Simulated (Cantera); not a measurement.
Low-pressure radical oxidation in H2/O2

An isothermal, constant-pressure homogeneous reactor starts with H₂ : O₂ : N₂ = 0.035 : 1 : 0.75 (molar parts), equivalence ratio 0.018, at 1175 K and 0.00970 bar.

Model: GRI-Mech 3.0 (53 species, 325 reactions), integrated in Cantera. Radical loss at walls, strong at low pressure, is not modelled.

| t (s) | x H₂ | x O₂ | x NO | x HO₂ | x NO₂ | x OH | x H₂O |
|---|---|---|---|---|---|---|---|
| 4.00e-5 | 0.0196 | 0.560 | <1e-12 | 1.81e-10 | <1e-12 | 2.72e-11 | 1.58e-12 |
| 0.000169 | 0.0196 | 0.560 | <1e-12 | 7.65e-10 | <1e-12 | 3.31e-10 | 8.77e-11 |
| 0.000711 | 0.0196 | 0.560 | <1e-12 | 3.23e-9 | <1e-12 | 3.44e-9 | 3.76e-9 |
| 0.00300 | 0.0196 | 0.560 | <1e-12 | 1.59e-8 | <1e-12 | 4.53e-7 | 9.28e-7 |
| 0.0126 | 0.000465 | 0.545 | 8.46e-9 | 1.22e-6 | <1e-12 | 0.00161 | 0.0169 |
| 0.0533 | 0.000198 | 0.546 | 6.50e-8 | 1.04e-6 | 2.29e-12 | 0.00117 | 0.0180 |
| 0.225 | 9.09e-5 | 0.552 | 1.39e-7 | 7.88e-7 | 8.08e-12 | 0.000795 | 0.0190 |
| 0.949 | 1.41e-5 | 0.555 | 1.58e-7 | 3.21e-7 | 2.80e-11 | 0.000314 | 0.0196 |
| 4.00 | 1.16e-6 | 0.556 | 1.60e-7 | 5.97e-8 | 7.37e-11 | 9.07e-5 | 0.0198 |
x: mole fraction; the columns are a selection and need not sum to one.

Equilibrium at this temperature and pressure: H₂ 2.03e-9, O₂ 0.556, NO 0.000193, HO₂ 2.93e-9, NO₂ 5.89e-7, OH 3.84e-6, H₂O 0.0198 (gas phase only).
